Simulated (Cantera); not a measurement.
Charge: 1 mol SiCl4, 0.77 mol NH3, 66 mol N2, equilibrated at 1098.15 K and 2.60 mbar.

Method: chemical equilibrium by Gibbs-energy minimisation in Cantera with the NASA 1993 tables (ideal gas, pure condensed phases). Candidate condensed phases: NH4Cl, Si, Si3N4; 28 gas species. The tables' values for SiCl3 are old estimates; treat these amounts as uncertain. Rates play no part.

Base state: N2 0.961, HCl 0.0299, SiCl4 0.00693, H2 0.00185, SiCl3 0.000156, SiCl2 4.95e-5 (mole fractions); condensed: Si3N4(s).

Task: What changes in the equilibrium state with this change: N2 from 66 to 1.9 mol?

Result: 
```
species          before     after
-------------  --------  --------
N2                0.961     0.441
HCl              0.0299     0.351
SiCl4           0.00693     0.129
H2              0.00185    0.0767
SiHCl3          6.26e-6  0.000411
SiCl3          0.000156   0.00160
Si3N4(s), mol     0.170     0.133
```
